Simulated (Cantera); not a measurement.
A Cantera script and its output.

```python
import numpy as np
import cantera as ct

gas = ct.Solution("gri30.yaml")
gas.TP = 300, 37000
flame = ct.CounterflowDiffusionFlame(gas, width=0.02)
flame.fuel_inlet.X, flame.fuel_inlet.T = {'CH4': 1}, 423
flame.oxidizer_inlet.X, flame.oxidizer_inlet.T = {'O2': 0.21, 'N2': 0.79}, 450
flame.set_refine_criteria(ratio=3, slope=0.12, curve=0.24, prune=0.03)
show = ['OH', 'H', 'NO', 'CO', 'C2H2']

rows = []
print(f"{'mdot':>8s}{'a_max':>10s}{'a_mean':>10s}{'Tmax/K':>9s}" + "".join(f"{s:>11s}" for s in show) + "   (peak mole fractions)")
for i, mdot in enumerate([0.092, 0.16, 0.27, 0.46, 0.78, 1.3, 2.2]):  # kg/m2/s on the oxidiser side
    flame.oxidizer_inlet.mdot, flame.fuel_inlet.mdot = mdot, 0.74 * mdot
    flame.solve(loglevel=0, auto=(i == 0))
    if flame.T.max() < max(423, 450) + 100:
        print(f"{mdot:8.3g}  no burning solution found from the previous one")
        break
    dT = np.abs(np.gradient(flame.T, flame.grid))
    rows.append([flame.strain_rate("max"), flame.strain_rate("mean"), flame.T.max(),
                 *(flame.X[gas.species_index(s)].max() for s in show), max(dT[0], dT[-1]) / dT.max()])
    print(f"{mdot:8.3g}{rows[-1][0]:10.1f}{rows[-1][1]:10.1f}{rows[-1][2]:9.1f}" + "".join(f"{x:11.3e}" for x in rows[-1][3:-1]))
```

Output:

```
    mdot     a_max    a_mean   Tmax/K         OH          H         NO         CO       C2H2   (peak mole fractions)
   0.092     171.0      36.3   2009.9  8.004e-03  6.713e-03  1.919e-04  5.708e-02  1.231e-02
    0.16     277.0      63.1   1980.1  7.546e-03  6.909e-03  1.468e-04  5.634e-02  1.110e-02
    0.27     443.9     106.5   1951.6  7.051e-03  6.987e-03  1.038e-04  5.660e-02  9.693e-03
    0.46     722.1     181.5   1905.7  6.134e-03  6.568e-03  5.788e-05  5.753e-02  7.380e-03
    0.78  no burning solution found from the previous one
```

Cantera simulation using GRI-Mech 3.0 (53 species, 325 reactions); the numbers are that mechanism's predictions, not measurements. GRI-Mech 3.0 has no aromatics or soot, which form on the fuel side of real flames. The maximum strain rate includes the flame's own expansion and is several times the mean. A flux with no burning solution from the previous one only brackets extinction.
